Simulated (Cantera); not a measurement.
An adiabatic, constant-volume homogeneous reactor starts with CH₄ : O₂ : N₂ = 1 : 1.82 : 6.84 (molar parts), equivalence ratio 1.1, at 1400 K and 750 Torr. Integrator tolerance rtol = 1e-08.

Model: GRI-Mech 3.0 (53 species, 325 reactions), integrated in Cantera.

```json
[
 {"quantity": "time of steepest temperature rise", "before": "3.43 ms", "after": "3.64 ms"},
 {"quantity": "temperature at 3.00 s", "before": "2897 K", "after": "2715 K"},
 {"quantity": "equilibrium temperature", "before": "2897 K", "after": "2715 K"},
 {"quantity": "x(CH₄) at 3.00 s", "before": "<1e-12 (gas-phase equilibrium <1e-12)", "after": "<1e-12 (gas-phase equilibrium <1e-12)"},
 {"quantity": "x(O₂) at 3.00 s", "before": "0.0136 (gas-phase equilibrium 0.0136)", "after": "0.0113 (gas-phase equilibrium 0.0113)"},
 {"quantity": "x(H) at 3.00 s", "before": "0.0128 (gas-phase equilibrium 0.0128)", "after": "0.00931 (gas-phase equilibrium 0.00931)"},
 {"quantity": "x(C₂H) at 3.00 s", "before": "<1e-12 (gas-phase equilibrium <1e-12)", "after": "<1e-12 (gas-phase equilibrium <1e-12)"},
 {"quantity": "x(C₂H₄) at 3.00 s", "before": "<1e-12 (gas-phase equilibrium <1e-12)", "after": "<1e-12 (gas-phase equilibrium <1e-12)"},
 {"quantity": "x(CH₂O) at 3.00 s", "before": "1.34e-9 (gas-phase equilibrium 1.34e-9)", "after": "4.65e-10 (gas-phase equilibrium 4.65e-10)"},
 {"quantity": "x(H₂O) at 3.00 s", "before": "0.150 (gas-phase equilibrium 0.150)", "after": "0.160 (gas-phase equilibrium 0.160)"}
]
```

Problem. What was changed between the two runs?
A. initial temperature 1400 to 1700 K
B. N2 6.84 to 16 parts
C. constant pressure in place of constant volume
D. CH4 1 to 1.4 parts

Solution. C, constant pressure in place of constant volume
